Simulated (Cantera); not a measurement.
Feed: 1 mol BCl₃, 0.63 mol N₂, held at 1077 °C and 5.20 mbar.

Method: chemical equilibrium by Gibbs-energy minimisation in Cantera with the NASA 1993 tables (ideal gas, pure condensed phases). Candidate condensed phases: B, BN; 10 gas species. N₂ is the only nitrogen source here; it is nearly inert below about 1500 K, so the nitride shown seldom forms there in practice. The tables' values for BCl₂ are old estimates; treat these amounts as uncertain. Equilibrium is a limit: real reactors are often held back by kinetics, nucleation or transport.

Base state: BCl₃ 0.613, N₂ 0.386, Cl 0.000464, BCl₂ 0.000108 (mole fractions); condensed: BN(s).

Problem. What changes in the equilibrium state with this change: 0.00046 mol O₂ added?

Solution. 
```json
[
 {"species": "BCl₃", "before": "0.613", "after": "0.612"},
 {"species": "N₂", "before": "0.386", "after": "0.386"},
 {"species": "Cl", "before": "0.000464", "after": "0.00114"},
 {"species": "BOCl", "before": "0", "after": "0.000518"},
 {"species": "B₃O₃Cl₃", "before": "0", "after": "1.52e-5"},
 {"species": "Cl₂", "before": "3.08e-6", "after": "1.84e-5"},
 {"species": "BN(s), mol", "before": "0.000196", "after": "0"}
]
```
The tables' values for BOCl, BCl₂ are old estimates; treat these amounts as uncertain. Further candidate phases: B₂O₃.

Problem. What changes in the equilibrium state with this change: temperature from 1077 °C to 1475 °C?

Solution. 
| species | before | after |
|---|---|---|
| BCl₃ | 0.613 | 0.578 |
| N₂ | 0.386 | 0.377 |
| Cl | 0.000464 | 0.0242 |
| BCl₂ | 0.000108 | 0.0163 |
| BCl | 1.24e-6 | 0.00399 |
| Cl₂ | 3.08e-6 | 5.06e-5 |
| BN(s), mol | 0.000196 | 0 |
The tables' values for BCl₂, BCl are old estimates; treat these amounts as uncertain.
